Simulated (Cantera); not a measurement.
Cantera run:

```python
import numpy as np
import cantera as ct

gas_names = """
    AL ALH ALN ALO ALOH ALO2 ALO2H AL2 AL2O AL2O2 H HALO HNO HNO2 HNO3 HO2 H2 H2O H2O2 N NH NH2 NH3
    NH2OH NO NO2 NO3 N2 N2H2 N2H4 N2O O OH O2 O3
""".split()
cond_names = """
    AL(cr) AL(L) ALN(s) AL2O3(a) AL2O3(L) H2O(s) H2O(L)
""".split()


# ... load() reads the species with a 1 bar reference pressure and builds the phases ...
atoms = {
    'AlN': {'AL': 1, 'N': 1},
    'H2O': {'H': 2, 'O': 1},
    'H2': {'H': 2},
}
top_T = {'ALN(s)': 2750}  # K; cautious upper limits of use, not melting points


# ... equilibrate(T, P, feed) seeds the gas with the atoms and calls Mixture.equilibrate('TP', solver="vcs", rtol=1e-11, max_steps=5000) ...
results = []
feed = {'AlN': 1, 'H2O': 0.43, 'H2': 2.8}  # mol
P = 1000  # Pa
for T in [1773, 1798, 1823, 1848, 1873, 1898, 1923, 1948]:
    mix = equilibrate(T, P, feed)
    results.append((T, P, feed, dict(zip(mix.species_names, mix.species_moles))))

top = {s: max(r[3][s] / sum(r[3][g] for g in gas_names) for r in results) for s in gas_names}
cols = sorted((s for s in top if top[s] > 0.0001), key=lambda s: -top[s])[:5]
seen = [c for c in cond_names if any(r[3].get(c, 0) > 1e-12 for r in results)]
print("log10 of partial pressures in bar; condensed amounts in mol")
print(f"{'T/K':>10s}" + "".join(f"{s[:9]:>10s}" for s in cols + seen))
for T, P, feed, n in results:
    ng = sum(n[g] for g in gas_names)
    print(f"{T:10.4g}" + "".join(f"{np.log10(max(n[s] / ng * P / 1e5, 1e-99)):10.3f}" for s in cols)
          + "".join(f"{n.get(c, 0):10.4g}" for c in seen))
```

Result:

```
log10 of partial pressures in bar; condensed amounts in mol
       T/K        H2        N2        AL      AL2O         H    ALN(s)  AL2O3(a)
      1773    -2.021    -3.367    -5.118    -5.549    -4.556    0.7094     0.143
      1798    -2.022    -3.362    -4.861    -5.222    -4.464    0.7058    0.1426
      1823    -2.023    -3.354    -4.613    -4.907    -4.375    0.6991    0.1419
      1848    -2.026    -3.339    -4.375    -4.605    -4.288     0.687    0.1405
      1873    -2.030    -3.315    -4.149    -4.318    -4.205    0.6658    0.1378
      1898    -2.037    -3.277    -3.936    -4.049    -4.125    0.6296    0.1328
      1923    -2.048    -3.222    -3.737    -3.798    -4.050    0.5695    0.1242
      1948    -2.064    -3.149    -3.553    -3.567    -3.979    0.4718    0.1096
```

These are equilibrium values from Cantera (NASA tables, ideal gas, pure condensed phases), not measurements of a reactor. Mutual solubility and eutectic melting of coexisting phases are not modelled. The tables' values for AlOH are old estimates; treat these amounts as uncertain. Condensed phases not in the tables: aluminium oxynitride.
